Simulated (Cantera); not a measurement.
# Adiabatic ignition

An adiabatic, constant-volume homogeneous reactor starts with 9.12 % CH4, 0.912 % CO, 18.9 % O2, 71.1 % N2, at 1075 K and 21000 Pa.

Cantera simulation using GRI-Mech 3.0 (53 species, 325 reactions); the numbers are that mechanism's predictions, not measurements.

```
t (s)     T (K)  P (bar)   x CH4     x CO    x O2   x CH2     x HCO
--------  -----  -------  ------  -------  ------  ------  --------
2.00e-6    1075    0.210  0.0912  0.00912   0.189  <1e-12    <1e-12
1.10e-5    1075    0.210  0.0912  0.00912   0.189  <1e-12    <1e-12
6.02e-5    1075    0.210  0.0912  0.00912   0.189  <1e-12    <1e-12
0.000330   1075    0.210  0.0912  0.00912   0.189  <1e-12    <1e-12
0.00181    1075    0.210  0.0912  0.00912   0.189  <1e-12    <1e-12
0.00994    1075    0.210  0.0912  0.00912   0.189  <1e-12    <1e-12
0.0545     1075    0.210  0.0912  0.00912   0.189  <1e-12    <1e-12
0.299      1076    0.210  0.0911  0.00913   0.189  <1e-12  1.26e-11
1.64       2666    0.543  <1e-12   0.0424  0.0214  <1e-12   2.31e-8
9.00       2666    0.543  <1e-12   0.0424  0.0214  <1e-12   2.31e-8
```
x: mole fraction; the columns are a selection and need not sum to one.

```
Item                                                               Value
---------------------------------  -------------------------------------
time of steepest temperature rise                                 1.26 s
temperature at 9.00 s                                             2666 K
equilibrium temperature                                           2666 K
x(CH4) at 9.00 s                   <1e-12 (gas-phase equilibrium <1e-12)
x(CO) at 9.00 s                    0.0424 (gas-phase equilibrium 0.0424)
x(O2) at 9.00 s                    0.0214 (gas-phase equilibrium 0.0214)
```
